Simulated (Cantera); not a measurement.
A perfectly stirred reactor is fed with C₃H₈ : O₂ : N₂ = 1 : 5.62 : 21.1 (molar parts), at 0.987 atm; it is adiabatic with a 625 K inlet, and is followed from long to short residence time, starting on the burning branch (τ in s: 0.12, 0.041, 0.014, 0.005, 0.0017, 0.00061, 0.00021, 7.4e-05, 2.6e-05, 9e-06, 3.2e-06).

Computed with Cantera and GRI-Mech 3.0 (53 species, 325 reactions). GRI-Mech 3.0 was tuned for natural gas; its chemistry of propane as a main component is partial and can be far from experiment.

### Question
Predict: blow-out, bracketed by the residence times tried; x(C₃H₈) at τ = 0.120 s; x(O₂) at τ = 0.120 s; x(H₂) at τ = 0.120 s; x(H₂O) at τ = 0.120 s; x(CH₃) at τ = 0.120 s; x(C₃H₈) at τ = 0.610 ms; x(O₂) at τ = 0.610 ms; x(H₂) at τ = 0.610 ms; x(H₂O) at τ = 0.610 ms; x(CH₃) at τ = 0.610 ms.

### Answer
```
Item                                                                          Result
------------------------------------------------  ----------------------------------
blow-out, bracketed by the residence times tried  burning at 74.0 µs, out at 26.0 µs
x(C₃H₈) at τ = 0.120 s                                                       8.98e-8
x(O₂) at τ = 0.120 s                                                          0.0240
x(H₂) at τ = 0.120 s                                                         0.00248
x(H₂O) at τ = 0.120 s                                                          0.132
x(CH₃) at τ = 0.120 s                                                        3.44e-7
x(C₃H₈) at τ = 0.610 ms                                                      9.31e-6
x(O₂) at τ = 0.610 ms                                                         0.0353
x(H₂) at τ = 0.610 ms                                                        0.00797
x(H₂O) at τ = 0.610 ms                                                         0.120
x(CH₃) at τ = 0.610 ms                                                       2.35e-5
```
